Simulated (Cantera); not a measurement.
Cantera run:

```python
import numpy as np
import cantera as ct

gas_names = [...]  # 87 gases of nasa_gas.yaml made of C, H, Si
cond_names = """
    C(gr) C6H6(L) C7H8(L) C8H18(L),n-octa Si(cr) Si(L) SiC(b)
""".split()


# ... load() reads the species with a 1 bar reference pressure and builds the phases ...
atoms = {
    'SiH4': {'Si': 1, 'H': 4},
    'C3H8': {'C': 3, 'H': 8},
    'H2': {'H': 2},
}
top_T = {'C(gr)': 4500, 'SiC(b)': 3050}  # K; cautious upper limits of use, not melting points


# ... equilibrate(T, P, feed) seeds the gas with the atoms and calls Mixture.equilibrate('TP', solver="vcs", rtol=1e-11, max_steps=5000) ...
results = []
feed = {'SiH4': 1, 'C3H8': 0.98, 'H2': 5.4}  # mol
P = 22000  # Pa
for T in [2300, 2325, 2350, 2375, 2400, 2425, 2450, 2475, 2500, 2525, 2550]:
    mix = equilibrate(T, P, feed)
    results.append((T, P, feed, dict(zip(mix.species_names, mix.species_moles))))

top = {s: max(r[3][s] / sum(r[3][g] for g in gas_names) for r in results) for s in gas_names}
cols = sorted((s for s in top if top[s] > 1e-05), key=lambda s: -top[s])[:5]
seen = [c for c in cond_names if any(r[3].get(c, 0) > 1e-12 for r in results)]
print("log10 of partial pressures in bar; condensed amounts in mol")
print(f"{'T/K':>10s}" + "".join(f"{s[:9]:>10s}" for s in cols + seen))
for T, P, feed, n in results:
    ng = sum(n[g] for g in gas_names)
    print(f"{T:10.4g}" + "".join(f"{np.log10(max(n[s] / ng * P / 1e5, 1e-99)):10.3f}" for s in cols)
          + "".join(f"{n.get(c, 0):10.4g}" for c in seen))
```

It prints:

```
log10 of partial pressures in bar; condensed amounts in mol
       T/K        H2         H C2H2,acet        Si      SiC2     C(gr)    SiC(b)
      2300    -0.669    -2.349    -3.033    -3.874    -4.734     1.851     0.989
      2325    -0.670    -2.294    -2.981    -3.748    -4.571     1.841    0.9852
      2350    -0.672    -2.240    -2.931    -3.626    -4.413      1.83    0.9802
      2375    -0.674    -2.188    -2.881    -3.506    -4.258      1.82    0.9737
      2400    -0.677    -2.137    -2.833    -3.389    -4.106     1.808    0.9651
      2425    -0.679    -2.087    -2.787    -3.274    -3.957     1.797    0.9539
      2450    -0.682    -2.038    -2.741    -3.162    -3.812     1.786    0.9393
      2475    -0.685    -1.991    -2.697    -3.052    -3.670     1.775    0.9203
      2500    -0.689    -1.944    -2.655    -2.944    -3.530     1.764    0.8957
      2525    -0.693    -1.899    -2.614    -2.838    -3.394     1.756    0.8639
      2550    -0.698    -1.855    -2.574    -2.735    -3.260     1.749    0.8229
```

Method: chemical equilibrium by Gibbs-energy minimisation in Cantera with the NASA 1993 tables (ideal gas, pure condensed phases). Gases not in the tables: Si2H6 and higher silanes.
